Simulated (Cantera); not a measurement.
What does this Cantera script print?

```python
import numpy as np
import cantera as ct

gas_names = [...]  # 87 gases of nasa_gas.yaml made of C, H, Si
cond_names = """
    C(gr) C6H6(L) C7H8(L) C8H18(L),n-octa Si(cr) Si(L) SiC(b)
""".split()


# ... load() reads the species with a 1 bar reference pressure and builds the phases ...
atoms = {
    'Si(CH3)4': {'Si': 1, 'C': 4, 'H': 12},
    'H2': {'H': 2},
}
top_T = {'C(gr)': 4500, 'SiC(b)': 3050}  # K; cautious upper limits of use, not melting points


# ... equilibrate(T, P, feed) seeds the gas with the atoms and calls Mixture.equilibrate('TP', solver="vcs", rtol=1e-11, max_steps=5000) ...
results = []
feed = {'Si(CH3)4': 1, 'H2': 24}  # mol
P = 133.322  # Pa
for T in [1925, 2000, 2075, 2150, 2225, 2300, 2375, 2450, 2525]:
    mix = equilibrate(T, P, feed)
    results.append((T, P, feed, dict(zip(mix.species_names, mix.species_moles))))

top = {s: max(r[3][s] / sum(r[3][g] for g in gas_names) for r in results) for s in gas_names}
cols = sorted((s for s in top if top[s] > 1e-06), key=lambda s: -top[s])[:9]
seen = [c for c in cond_names if any(r[3].get(c, 0) > 1e-12 for r in results)]
print("log10 of partial pressures in bar; condensed amounts in mol")
print(f"{'T/K':>10s}" + "".join(f"{s[:9]:>10s}" for s in cols + seen))
for T, P, feed, n in results:
    ng = sum(n[g] for g in gas_names)
    print(f"{T:10.4g}" + "".join(f"{np.log10(max(n[s] / ng * P / 1e5, 1e-99)):10.3f}" for s in cols)
          + "".join(f"{n.get(c, 0):10.4g}" for c in seen))
```

It prints:

```
log10 of partial pressures in bar; condensed amounts in mol
       T/K        H2         H        Si C2H2,acet      SiC2      Si2C        C3       C2H       SiH     C(gr)    SiC(b)
      1925    -2.887    -4.463    -6.146    -6.226    -7.687    -7.851   -11.392    -9.645    -7.678      2.99     0.982
      2000    -2.896    -4.237    -5.622    -6.010    -7.005    -7.184   -10.557    -9.079    -7.238     3.011    0.9381
      2075    -2.910    -4.030    -5.137    -5.816    -6.374    -6.567    -9.785    -8.557    -6.834       3.1     0.802
      2150    -2.934    -3.842    -4.686    -5.647    -5.788    -5.994    -9.067    -8.077    -6.464     3.385    0.4015
      2225    -2.967    -3.672    -4.481    -5.500    -5.458    -5.892    -8.400    -7.635    -6.340      3.63         0
      2300    -3.006    -3.517    -4.494    -5.370    -5.354    -6.205    -7.777    -7.227    -6.432     3.522         0
      2375    -3.058    -3.380    -4.522    -5.265    -5.274    -6.531    -7.194    -6.852    -6.543     3.383         0
      2450    -3.128    -3.261    -4.561    -5.188    -5.211    -6.861    -6.649    -6.511    -6.669     3.211         0
      2525    -3.219    -3.162    -4.608    -5.140    -5.163    -7.194    -6.136    -6.204    -6.812     2.986         0
```

Equilibrium computed with Cantera from the NASA thermochemical tables; the gas is ideal and each condensed phase is pure. Gases not in the tables: Si2H6 and higher silanes.
